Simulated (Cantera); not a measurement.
Ignition delay

Mixture: CO : H₂ : CH₄ : O₂ : N₂ = 1 : 0.052 : 0.69 : 2.61 : 9.82 (molar parts), at 0.819 atm, adiabatic and at constant volume. Ignition delay is the time to a rise of 400 K.

Detailed kinetics in Cantera: GRI-Mech 3.0 (53 species, 325 reactions).

```csv
T0 (K),delay (ms)
1175,24.1
1225,12.6
1275,6.81
1325,3.80
1375,2.22
1425,1.36
```

apparent activation energy between 1325 and 1425 K: 160 kJ/mol
